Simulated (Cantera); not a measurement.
A closed system holds: 1 mol HMDSO, 1.4 mol N₂O, a varied amount of N₂, equilibrated at 1925 K and 33.0 Pa.

These are equilibrium values from Cantera (NASA tables, ideal gas, pure condensed phases), not measurements of a reactor. Candidate condensed phases: C, C₆H₆, C₇H₈, C₈H₁₈, H₂O, Si, SiC, SiO₂, Si₂N₂O, Si₃N₄; 151 gas species. The feed counts by its element totals alone. The tables' values for SiN are old estimates; treat these amounts as uncertain. Equilibrium is a limit: real reactors are often held back by kinetics, nucleation or transport.

### Question
At 78 mol N₂, list the 5 most abundant gas species with their mole fractions, and the condensed phases.

### Answer
N₂ 0.864, H₂ 0.0887, CO 0.0260, H 0.0157, HCN 0.00300. Condensed: C(graphite) + SiC(s).
